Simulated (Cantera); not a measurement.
A perfectly stirred reactor is fed with CH4 : CO : O2 : N2 : H2O = 1 : 0.074 : 1.2 : 4.51 : 0.64 (molar parts), equivalence ratio 1.7, at 1.00 bar; it is adiabatic with a 623 K inlet, and is followed from long to short residence time, starting on the burning branch (τ in s: 0.11, 0.04, 0.015, 0.0055, 0.002, 0.00076, 0.00028, 0.0001, 3.8e-05).

Cantera simulation using GRI-Mech 3.0 (53 species, 325 reactions); the numbers are that mechanism's predictions, not measurements.

Problem. Predict: blow-out, bracketed by the residence times tried; x(CH4) at τ = 0.110 s; x(CO) at τ = 0.110 s; x(O2) at τ = 0.110 s; x(N2O) at τ = 0.110 s; x(NO) at τ = 0.110 s; x(CH4) at τ = 2.00 ms; x(CO) at τ = 2.00 ms; x(O2) at τ = 2.00 ms; x(N2O) at τ = 2.00 ms; x(NO) at τ = 2.00 ms.

Solution. 
```
Property                                                                       Result
------------------------------------------------  -----------------------------------
blow-out, bracketed by the residence times tried  burning at 2.00 ms, out at 0.760 ms
x(CH4) at τ = 0.110 s                                                         0.00290
x(CO) at τ = 0.110 s                                                           0.0844
x(O2) at τ = 0.110 s                                                         0.000283
x(N2O) at τ = 0.110 s                                                         2.36e-9
x(NO) at τ = 0.110 s                                                          2.08e-5
x(CH4) at τ = 2.00 ms                                                         0.00915
x(CO) at τ = 2.00 ms                                                           0.0760
x(O2) at τ = 2.00 ms                                                          0.00713
x(N2O) at τ = 2.00 ms                                                         4.77e-9
x(NO) at τ = 2.00 ms                                                          5.20e-6
```
